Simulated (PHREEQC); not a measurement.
## Alkaline etch or developer: speciation

Solution (25 °C): 0.055 mol NaOH per kg of water. Closed to the air; pH follows from the charge balance.

Equilibrium calculation in PHREEQC: Pitzer model, pitzer.dat.

Precipitation was switched off in this run.

Predict the pH, specific conductance, osmotic coefficient.

pH 12.65; specific conductance 11800 µS/cm; osmotic coefficient 0.942.
